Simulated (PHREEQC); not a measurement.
Solution (20 °C): 0.057 mol HCl and 0.0057 mol CuSO4 per kg of water. Closed to the air; pH follows from the charge balance.

All values are PHREEQC results (ion-association model, phreeqc.dat), not measurements.

Each row changes one thing in this solution. Precipitation was switched off in this run.

```tsv
case	pH	ionic strength (mol/kgw)	HSO4- (mol/kgw)	SO4-2 (mol/kgw)
as made	1.35	0.0707	0.00361	0.00176
HCl from 0.057 to 0.0855 mol/kgw	1.17	?	0.00405	?
HCl from 0.057 to 0.0057 mol/kgw	2.37	0.0222	0.000904	0.00369
CuSO4 replaced by Fe2(SO4)3 at the same molality	?	0.0799	0.00581	0.00315
CuSO4 from 0.0057 to 0.00114 mol/kgw	1.32	0.0598	0.000780	0.000345
CuSO4 from 0.0057 to 0.00057 mol/kgw	1.32	0.0584	0.000394	0.000172
HCl from 0.057 to 0.0114 mol/kgw	2.06	?	?	0.00323
```

What belongs in the gaps?


- HCl from 0.057 to 0.0855 mol/kgw, ionic strength (mol/kgw): 0.0986
- HCl from 0.057 to 0.0855 mol/kgw, SO4-2 (mol/kgw): 0.00143
- CuSO4 replaced by Fe2(SO4)3 at the same molality, pH: 1.38
- HCl from 0.057 to 0.0114 mol/kgw, ionic strength (mol/kgw): 0.0273
- HCl from 0.057 to 0.0114 mol/kgw, HSO4- (mol/kgw): 0.00155

Some of these states are supersaturated (in Hematite (slow to form), Goethite (slow to form), for instance).
